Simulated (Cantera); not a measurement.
A perfectly stirred reactor is fed with H2 : O2 = 0.011 : 1 (molar parts), equivalence ratio 0.0055, at 2700 Pa; it is held at 1325 K, and followed from long to short residence time.

Detailed kinetics in Cantera: GRI-Mech 3.0 (53 species, 325 reactions). Radical loss at walls, strong at low pressure, is not modelled.

Q: Predict: x(H2) at τ = 8.50 s; x(O2) at τ = 8.50 s; x(H2O2) at τ = 8.50 s; x(H) at τ = 8.50 s; x(OH) at τ = 8.50 s; x(H2) at τ = 54.0 ms; x(O2) at τ = 54.0 ms; x(H2O2) at τ = 54.0 ms; x(H) at τ = 54.0 ms; x(OH) at τ = 54.0 ms.

A: 
- x(H2) at τ = 8.50 s: 6.71e-6
- x(O2) at τ = 8.50 s: 0.989
- x(H2O2) at τ = 8.50 s: 7.91e-9
- x(H) at τ = 8.50 s: 3.07e-6
- x(OH) at τ = 8.50 s: 0.000247
- x(H2) at τ = 54.0 ms: 0.000128
- x(O2) at τ = 54.0 ms: 0.983
- x(H2O2) at τ = 54.0 ms: 2.93e-8
- x(H) at τ = 54.0 ms: 0.000201
- x(OH) at τ = 54.0 ms: 0.00103
